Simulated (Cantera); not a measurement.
A freely propagating, adiabatic, planar premixed flame of 23.1 % H₂, 13.7 % O₂, 63.2 % N₂, unburnt at 400 K and 1.00 bar; mixture-averaged transport, grid criteria slope 0.08 and curve 0.16, no radiation.

Cantera simulation using the H2/O2 subset of GRI-Mech 3.0, which has no nitrogen chemistry; the numbers are that mechanism's predictions, not measurements. Burning velocities carry a grid error of a few per cent, more on coarse grids.

Predict: laminar burning velocity; thermal thickness; peak x(H); peak x(O); peak x(H₂O₂).


```
Quantity                     Value
------------------------  --------
laminar burning velocity  222 cm/s
thermal thickness         0.403 mm
peak x(H)                   0.0240
peak x(O)                  0.00787
peak x(H₂O₂)               6.21e-5
```
